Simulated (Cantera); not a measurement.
Input: 1 mol SiH4, 0.25 mol N2, equilibrated at 750 Torr.

These are equilibrium values from Cantera (NASA tables, ideal gas, pure condensed phases), not measurements of a reactor. Candidate condensed phases: Si, Si3N4; 18 gas species. N2 is the only nitrogen source here; it is nearly inert below about 1500 K, so the nitride shown seldom forms there in practice. Mutual solubility and eutectic melting of coexisting phases are not modelled. Gases not in the tables: Si2H6 and higher silanes. The numbers say what is thermodynamically allowed, not how fast it happens.

log p: log10 of the partial pressure in bar; n: condensed amount in mol.

```json
[
 {"T (°C)": "552", "log p H2": "0.00", "log p N2": "<-12", "log p H": "(withheld)", "log p SiH2": "<-12", "n Si(s)": "0.625", "n Si3N4(s)": "0.125", "n Si(l)": "0"},
 {"T (°C)": "652", "log p H2": "0.00", "log p N2": "<-12", "log p H": "(withheld)", "log p SiH2": "-11.05", "n Si(s)": "0.625", "n Si3N4(s)": "0.125", "n Si(l)": "0"},
 {"T (°C)": "752", "log p H2": "0.00", "log p N2": "-10.31", "log p H": "(withheld)", "log p SiH2": "-9.72", "n Si(s)": "0.625", "n Si3N4(s)": "0.125", "n Si(l)": "0"},
 {"T (°C)": "852", "log p H2": "0.00", "log p N2": "-8.62", "log p H": "(withheld)", "log p SiH2": "-8.63", "n Si(s)": "0.625", "n Si3N4(s)": "0.125", "n Si(l)": "0"},
 {"T (°C)": "952", "log p H2": "0.00", "log p N2": "-7.22", "log p H": "(withheld)", "log p SiH2": "-7.71", "n Si(s)": "0.625", "n Si3N4(s)": "0.125", "n Si(l)": "0"},
 {"T (°C)": "1052", "log p H2": "0.00", "log p N2": "-6.02", "log p H": "(withheld)", "log p SiH2": "-6.93", "n Si(s)": "0.625", "n Si3N4(s)": "0.125", "n Si(l)": "0"},
 {"T (°C)": "1152", "log p H2": "0.00", "log p N2": "-5.00", "log p H": "(withheld)", "log p SiH2": "-6.27", "n Si(s)": "0.625", "n Si3N4(s)": "0.125", "n Si(l)": "0"},
 {"T (°C)": "1252", "log p H2": "0.00", "log p N2": "-4.11", "log p H": "(withheld)", "log p SiH2": "-5.69", "n Si(s)": "0.625", "n Si3N4(s)": "0.125", "n Si(l)": "0"},
 {"T (°C)": "1352", "log p H2": "0.00", "log p N2": "-3.34", "log p H": "(withheld)", "log p SiH2": "-5.18", "n Si(s)": "0.626", "n Si3N4(s)": "0.125", "n Si(l)": "0"},
 {"T (°C)": "1452", "log p H2": "0.00", "log p N2": "-2.61", "log p H": "(withheld)", "log p SiH2": "-4.76", "n Si(s)": "0", "n Si3N4(s)": "0.123", "n Si(l)": "0.632"},
 {"T (°C)": "1552", "log p H2": "-0.01", "log p N2": "-1.88", "log p H": "(withheld)", "log p SiH2": "-4.45", "n Si(s)": "0", "n Si3N4(s)": "0.112", "n Si(l)": "0.665"},
 {"T (°C)": "1652", "log p H2": "-0.03", "log p N2": "-1.23", "log p H": "(withheld)", "log p SiH2": "-4.19", "n Si(s)": "0", "n Si3N4(s)": "0.0622", "n Si(l)": "0.813"},
 {"T (°C)": "1752", "log p H2": "-0.05", "log p N2": "-0.95", "log p H": "(withheld)", "log p SiH2": "-3.97", "n Si(s)": "0", "n Si3N4(s)": "0", "n Si(l)": "1.000"}
]
```

Fill in the missing entries.


- 552, log p H: -11.10
- 652, log p H: -9.58
- 752, log p H: -8.36
- 852, log p H: -7.35
- 952, log p H: -6.51
- 1052, log p H: -5.79
- 1152, log p H: -5.17
- 1252, log p H: -4.63
- 1352, log p H: -4.15
- 1452, log p H: -3.73
- 1552, log p H: -3.36
- 1652, log p H: -3.03
- 1752, log p H: -2.74
